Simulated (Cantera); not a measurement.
An adiabatic, constant-pressure homogeneous reactor starts with 3.85 % CH4, 0.100 % C2H6, 0.709 % C3H8, 17.4 % O2, 65.6 % N2, 12.3 % CO2, equivalence ratio 0.67, at 1575 K and 1000000 Pa.

Computed with Cantera and GRI-Mech 3.0 (53 species, 325 reactions).

One state of this run: T (K) = 2542; x CH4 = <1e-12; x C2H6 = <1e-12; x C3H8 = <1e-12; x H2 = 0.00101; x CH3 = <1e-12. x: mole fraction; the columns are a selection and need not sum to one.

Question: Which value of t (s) does it belong to?
A. 0.500
B. 2.74e-6
C. 2.07e-5
D. 1.00e-6

Answer: A, 0.500
